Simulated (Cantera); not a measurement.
## Equilibrium for fluorocarbon and chlorocarbon gases: CHF₃ + H₂

Feed: 1 mol CHF₃, 0.41 mol H₂, held at 2148 K.

Method: chemical equilibrium by Gibbs-energy minimisation in Cantera with the NASA 1993 tables (ideal gas, pure condensed phases). Candidate condensed phases: C, C₆H₆, C₇H₈, C₈H₁₈; 95 gas species. Gases not in the tables: C₂F₆ and larger saturated fluorocarbons. The numbers say what is thermodynamically allowed, not how fast it happens.

| P (Pa) | x HF | x F | x CF₄ | x CF₂ | n C(graphite) |
|---|---|---|---|---|---|
| 1 | 0.605 | 0.386 | 7.13e-8 | 0.00294 | 0.980 |
| 5.20 | 0.614 | 0.368 | 8.25e-6 | 0.0139 | 0.949 |
| 27 | 0.638 | 0.308 | 0.000565 | 0.0503 | 0.846 |
| 140 | 0.692 | 0.192 | 0.0119 | 0.102 | 0.693 |
| 720 | 0.766 | 0.0819 | 0.0538 | 0.0951 | 0.638 |
| 3700 | 0.818 | 0.0277 | 0.0955 | 0.0559 | 0.656 |
| 19000 | 0.843 | 0.00858 | 0.119 | 0.0275 | 0.679 |
| 100000 | 0.853 | 0.00252 | 0.130 | 0.0126 | 0.692 |
x: gas mole fraction; n: condensed amount in mol.

From 1.00 Pa to 1.00 bar the condensed part is C(graphite). The main C-bearing gas is CF at 1.00 Pa and CF₄ at 1.00 bar. The share of C in condensed phases is highest at 1.00 Pa (98.0 %) and lowest at 7.20 mbar (63.8 %).
